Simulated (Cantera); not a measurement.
## Hydrogen reduction and annealing atmospheres: Fe2O3 + H2

Feed: 1 mol Fe2O3, 1.3 mol H2, equilibrated at 1.00 bar.

Method: chemical equilibrium by Gibbs-energy minimisation in Cantera with the NASA 1993 tables (ideal gas, pure condensed phases). Candidate condensed phases: Fe, FeO, Fe(OH)2, Fe(OH)3, Fe2O3, Fe3O4, H2O; 12 gas species. The tables' stoichiometric FeO is somewhat more stable than real wüstite, so its field is too wide. FeO: taken at fixed stoichiometry. The numbers say what is thermodynamically allowed, not how fast it happens.

```
T (°C)  log p H2O  log p H2  log p H  log p Fe(OH)2  log p OH  n FeO(s)  n FeO(l)
------  ---------  --------  -------  -------------  --------  --------  --------
1100        -0.11     -0.64    -5.80          -5.50     -7.02      2.00         0
1150        -0.11     -0.64    -5.50          -5.26     -6.64      2.00         0
1200        -0.11     -0.64    -5.22          -5.04     -6.28      2.00         0
1250        -0.11     -0.64    -4.95          -4.83     -5.94      2.00         0
1300        -0.11     -0.64    -4.71          -4.63     -5.63      2.00         0
1350        -0.11     -0.64    -4.48          -4.45     -5.33      2.00         0
1400        -0.11     -0.64    -4.26          -4.29     -5.06         0      2.00
1450        -0.11     -0.64    -4.06          -4.15     -4.80         0      2.00
1500        -0.11     -0.64    -3.86          -4.02     -4.55         0      2.00
1550        -0.11     -0.64    -3.68          -3.90     -4.32         0      2.00
1600        -0.11     -0.64    -3.51          -3.78     -4.10         0      2.00
```
log p: log10 of the partial pressure in bar; n: condensed amount in mol.

From 1100 °C to 1350 °C the condensed part is FeO(s). From 1400 °C to 1600 °C the condensed part is FeO(l). The main Fe-bearing gas is Fe(OH)2 throughout.
